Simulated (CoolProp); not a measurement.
A closed Brayton cycle with carbon dioxide: compressor inlet 317.15 K and 9 MPa, high pressure 19.4 MPa, turbine inlet 630 K, compressor efficiency 0.89, turbine efficiency 0.93, recuperator effectiveness 0.95 (on enthalpy, no pinch check). Each further row changes one setting.

The numbers come from the reference Helmholtz-energy equation of state, Span 1996 in CoolProp.

```tsv
case	thermal efficiency (%)	net work (kJ/kg)	compressor to turbine work	compressor exit (K)	turbine exit (K)
as stated	28.3	50.4	0.35	365.3	547.8
turbine inlet 580 K	25.3	42.3	0.39	365.3	501.1
compressor inlet 327.15 K	27.0	42.4	0.45	387.6	547.8
high pressure 16.5 MPa	27.0	41.9	0.32	355.1	565.0
recuperator effectiveness 0.5	18.2	50.4	0.35	365.3	547.8
```
